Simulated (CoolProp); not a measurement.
Saturated liquid density (kg/m³) of R1234ze(E): the reference equation beside estimates from Tc = 109.4 °C, pc = 3.635 MPa, ω = 0.313. Rackett uses Z = 0.29056 − 0.08775 ω.

Model: reference Helmholtz-energy equation of state, Thol 2016, in CoolProp.

```csv
T (°C),reference,Rackett,van der Waals,Redlich-Kwong,Soave-Redlich-Kwong,Peng-Robinson
27.05,1156,1172,683.8,971.0,1029,1167
33.95,1133,1147,669.4,945.0,1003,1138
40.95,1108,1121,654.1,917.4,974.8,1107
47.85,1082,1094,638.1,888.6,945.2,1073
54.85,1054,1065,620.9,857.7,913.0,1036
61.75,1025,1034,602.9,825.2,878.6,996.7
68.75,992.3,1001,583.1,789.7,840.7,952.9
75.65,957.1,965.4,561.8,751.8,799.5,905.1
82.65,916.8,924.8,537.9,709.4,752.9,850.6
89.55,870.5,878.8,511.0,662.3,700.4,788.9
```

Absolute difference from the reference over all 10 rows, mean and median: Rackett 1.0 and 1.0 %, van der Waals 41.1 and 41.1 %, Redlich-Kwong 19.4 and 19.1 %, Soave-Redlich-Kwong 14.4 and 13.8 %, Peng-Robinson 3.3 and 2.2 %.
